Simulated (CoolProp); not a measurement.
Model: reference Helmholtz-energy equation of state, Lemmon 2006, in CoolProp. It is a short technical equation, of lower accuracy than the large ones.

Problem. For C2F6 (R116), give the phase and the viscosity (µPa s), Prandtl number, fugacity coefficient at 279.5 K and 1.93 MPa; 358.9 K and 1.93 MPa.

Solution. 
- 279.5 K and 1.93 MPa: gas; viscosity 14.6, Prandtl number 0.992, fugacity coefficient 0.754
- 358.9 K and 1.93 MPa: gas; viscosity 18.2, Prandtl number 0.824, fugacity coefficient 0.900

Viscosity comes from a separate model (Huber 2003), an estimate that may be off by 10 % or more. Thermal conductivity comes from a separate model (Huber 2003), an estimate that may be off by 10 % or more.
